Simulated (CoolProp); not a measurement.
Properties of dimethyl ether along the isotherm 114.45 °C (Tc = 127.2 °C, pc = 5.337 MPa, ω = 0.196).

Values from CoolProp's reference Helmholtz-energy equation of state, Wu 2011.

| p (MPa) | phase | density (kg/m³) | cv (kJ/(kg K)) | viscosity (µPa s) | fugacity coefficient |
|---|---|---|---|---|---|
| 0.191 | gas | 2.770 | 1.522 | 11.8 | 0.9858 |
| 0.381 | gas | 5.608 | 1.531 | 11.8 | 0.9718 |
| 0.572 | gas | 8.550 | 1.540 | 11.9 | 0.9578 |
| 0.762 | gas | 11.57 | 1.550 | 12.0 | 0.9440 |
| 0.953 | gas | 14.72 | 1.560 | 12.1 | 0.9301 |
| 1.14 | gas | 17.90 | 1.570 | 12.1 | 0.9166 |
| 1.33 | gas | 21.26 | 1.581 | 12.2 | 0.9029 |
| 1.52 | gas | 24.76 | 1.593 | 12.3 | 0.8893 |
| 1.72 | gas | 28.61 | 1.606 | 12.4 | 0.8750 |
| 1.91 | gas | 32.43 | 1.619 | 12.5 | 0.8614 |
| 2.1 | gas | 36.45 | 1.632 | 12.6 | 0.8479 |
| 2.29 | gas | 40.69 | 1.647 | 12.7 | 0.8343 |
| 2.48 | gas | 45.17 | 1.662 | 12.8 | 0.8208 |
| 2.67 | gas | 49.95 | 1.679 | 12.9 | 0.8073 |

Viscosity comes from a separate model (Meng 2012).
